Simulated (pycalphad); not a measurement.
## Effect of Al content in Mg-Si-Al

CALPHAD calculation (pycalphad, COST 507 light-alloy database (1999)), 1 atm. The database dates from 1999; later assessments differ in places, in temperatures and in the compounds included. Phase fractions are per mole of atoms. Kinetics are ignored, which matters at the lower temperatures.

Q: One of these alloys has its liquidus at 647 °C, its solidus at 552 °C, and holds hcp 0.91, MG2SI 0.05, ALMG_GAMMA 0.04 at 202 °C. Which?
A) Mg-1.63Si-1.58Al (at.%)
B) Mg-1.63Si-0.53Al (at.%)
C) Mg-1.63Si-2.1Al (at.%)
D) Mg-1.63Si-1.05Al (at.%)
E) Mg-1.63Si-4.2Al (at.%)

A: E, Mg-1.63Si-4.2Al (at.%). The others: Mg-1.63Si-0.53Al (at.%), liquidus 659, solidus 628; Mg-1.63Si-1.05Al (at.%), liquidus 657, solidus 618; Mg-1.63Si-1.58Al (at.%), liquidus 655, solidus 607; Mg-1.63Si-2.1Al (at.%), liquidus 653, solidus 596

Database names, with the compositions (at.%) that they take in these runs: MG2SI: Mg 67 Si 33; ALMG_GAMMA: Mg 59 Al 41.
